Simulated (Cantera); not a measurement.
Source: NASA polynomial tables (part measured, part estimated), evaluated in Cantera. Values are per mole of reaction as written; species without (g) are pure solids or liquids, kept so even where they would boil at 1 bar.

2 N2O(g) + 3 V2O5 → 4 NO2(g) + 3 V2O3

```
T (K)  ΔH° (kJ)  ΔS° (J/K)  ΔG° (kJ)  log10 K  condensed phases
-----  --------  ---------  --------  -------  ----------------
300         [?]        [?]       [?]      [?]  V2O5(s), V2O3(s)
1750        [?]        [?]       [?]      [?]  V2O5(l), V2O3(s)
1800      738.6      169.5     433.5   -12.58  V2O5(l), V2O3(s)
1850      740.0      170.3     425.0   -12.00  V2O5(l), V2O3(s)
1900      741.6      171.1     416.5   -11.45  V2O5(l), V2O3(s)
1950      743.6      172.1     407.9   -10.93  V2O5(l), V2O3(s)
2000      745.8      173.3     399.2   -10.43  V2O5(l), V2O3(s)
2050      748.2      174.5     390.5    -9.95  V2O5(l), V2O3(s)
2100      751.0      175.8     381.8    -9.50  V2O5(l), V2O3(s)
2150        [?]        [?]       [?]      [?]  V2O5(l), V2O3(s)
2200      757.3      178.7     364.1    -8.64  V2O5(l), V2O3(s)
2250      760.8      180.3     355.1    -8.24  V2O5(l), V2O3(s)
```

Q: Complete the blanks.

A: 
- 300, ΔH° (kJ): 969.0
- 300, ΔS° (J/K): 423.4
- 300, ΔG° (kJ): 842.0
- 300, log10 K: -146.60
- 1750, ΔH° (kJ): 737.5
- 1750, ΔS° (J/K): 168.9
- 1750, ΔG° (kJ): 441.9
- 1750, log10 K: -13.19
- 2150, ΔH° (kJ): 754.0
- 2150, ΔS° (J/K): 177.2
- 2150, ΔG° (kJ): 373.0
- 2150, log10 K: -9.06
